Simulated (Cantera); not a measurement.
# Reactions in the system C-Cu-F

Source: NASA polynomial tables (part measured, part estimated), evaluated in Cantera. Values are per mole of reaction as written; species without (g) are pure solids or liquids, kept so even where they would boil at 1 bar.

Cu + 2 CF4(g) → CuF2 + 2 CF3(g)

| T (K) | ΔH° (kJ) | ΔS° (J/K) | ΔG° (kJ) | log10 K | condensed phases |
|---|---|---|---|---|---|
| 475 | 389.8 | 59.8 | 361.4 | -39.74 | Cu(s), CuF2(s) |
| 625 | 392.4 | 64.5 | 352.1 | -29.43 | Cu(s), CuF2(s) |
| 775 | 395.0 | 68.2 | 342.1 | -23.06 | Cu(s), CuF2(s) |
| 925 | 397.5 | 71.2 | 331.7 | -18.73 | Cu(s), CuF2(s) |
| 1075 | 400.1 | 73.7 | 320.8 | -15.59 | Cu(s), CuF2(s) |
| 1225 | 458.7 | 126.5 | 303.7 | -12.95 | Cu(s), CuF2(l) |
